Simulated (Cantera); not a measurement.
A Cantera script and what it prints.

```python
import numpy as np
import cantera as ct

gas_names = [...]  # 140 gases of nasa_gas.yaml made of C, Fe, H, N, O
cond_names = """
    C(gr) C6H6(L) C7H8(L) C8H18(L),n-octa Fe(a) Fe(c) Fe(d) Fe(L) FeC5O5(L) FeO(s) FeO(L) Fe(OH)2(s)
    Fe(OH)3(s) Fe2O3(s) Fe3O4(s) H2O(s) H2O(L)
""".split()


# ... load() reads the species with a 1 bar reference pressure and builds the phases ...
atoms = {
    'Fe3O4': {'Fe': 3, 'O': 4},
    'CH4': {'C': 1, 'H': 4},
    'N2': {'N': 2},
}
top_T = {'C(gr)': 4500, 'Fe2O3(s)': 1830, 'Fe3O4(s)': 1870}  # K; cautious upper limits of use, not melting points


# ... equilibrate(T, P, feed) seeds the gas with the atoms and calls Mixture.equilibrate('TP', solver="vcs", rtol=1e-11, max_steps=5000) ...
results = []
feed = {'Fe3O4': 1, 'CH4': 1.5, 'N2': 4.9}  # mol
P = 100000  # Pa
for T in [1600, 1650, 1700, 1750, 1800, 1850, 1900, 1950, 2000]:
    mix = equilibrate(T, P, feed)
    results.append((T, P, feed, dict(zip(mix.species_names, mix.species_moles))))

top = {s: max(r[3][s] / sum(r[3][g] for g in gas_names) for r in results) for s in gas_names}
cols = sorted((s for s in top if top[s] > 0.001), key=lambda s: -top[s])[:6]
seen = [c for c in cond_names if any(r[3].get(c, 0) > 1e-12 for r in results)]
print("log10 of partial pressures in bar; condensed amounts in mol")
print(f"{'T/K':>10s}" + "".join(f"{s[:9]:>10s}" for s in cols + seen))
for T, P, feed, n in results:
    ng = sum(n[g] for g in gas_names)
    print(f"{T:10.4g}" + "".join(f"{np.log10(max(n[s] / ng * P / 1e5, 1e-99)):10.3f}" for s in cols)
          + "".join(f"{n.get(c, 0):10.4g}" for c in seen))
```

Output:

```
log10 of partial pressures in bar; condensed amounts in mol
       T/K        N2        H2        CO       H2O       CO2     Fe(c)     Fe(d)     Fe(L)    FeO(s)    FeO(L)
      1600    -0.283    -0.660    -0.859    -0.999    -1.676     1.641         0         0     1.359         0
      1650    -0.283    -0.665    -0.857    -0.987    -1.686     1.661         0         0         0     1.339
      1700    -0.283    -0.663    -0.853    -0.992    -1.715         0     1.639         0         0     1.361
      1750    -0.283    -0.661    -0.849    -0.996    -1.743         0     1.618         0         0     1.382
      1800    -0.283    -0.659    -0.846    -1.001    -1.770         0     1.598         0         0     1.402
      1850    -0.283    -0.660    -0.844    -0.999    -1.787         0         0     1.595         0     1.404
      1900    -0.283    -0.661    -0.842    -0.997    -1.802         0         0     1.595         0     1.404
      1950    -0.283    -0.663    -0.841    -0.994    -1.816         0         0     1.595         0     1.403
      2000    -0.283    -0.664    -0.840    -0.993    -1.829         0         0     1.594         0     1.402
```

Cantera equilibrium calculation (NASA polynomials, part measured and part estimated; ideal gas, pure solids and liquids). Each liquid is taken as pure. Mutual solubility and eutectic melting of coexisting phases are not modelled. The tables' stoichiometric FeO is somewhat more stable than real wüstite, so its field is too wide. FeO: taken at fixed stoichiometry.
